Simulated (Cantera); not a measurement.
Input: 1 mol SiO2, 1.8 mol CO, 14 mol N2, at 1.33 mbar.

These are equilibrium values from Cantera (NASA tables, ideal gas, pure condensed phases), not measurements of a reactor. Candidate condensed phases: C, Si, SiC, SiO2, Si2N2O, Si3N4; 34 gas species. The tables hold silica as quartz up to 1696 K and as liquid above; real silica turns to tridymite and cristobalite and melts near 1996 K. The numbers say what is thermodynamically allowed, not how fast it happens.

Q: Which condensed phases are stable at each of these points (T (K)): 1450, 1500, 1550, 1600, 1650, 1700, 1750, 1800?

A: 
```
T (K)  condensed phases  Si condensed (%)
-----  ----------------  ----------------
1450     SiO2(β-quartz)              99.8
1500     SiO2(β-quartz)              99.6
1550     SiO2(β-quartz)              99.3
1600     SiO2(β-quartz)              98.7
1650     SiO2(β-quartz)              97.6
1700    SiO2(condensed)              95.9
1750    SiO2(condensed)              93.2
1800    SiO2(condensed)              89.2
```

From 1450 K to 1650 K the condensed part is SiO2(β-quartz). From 1700 K to 1800 K the condensed part is SiO2(condensed).
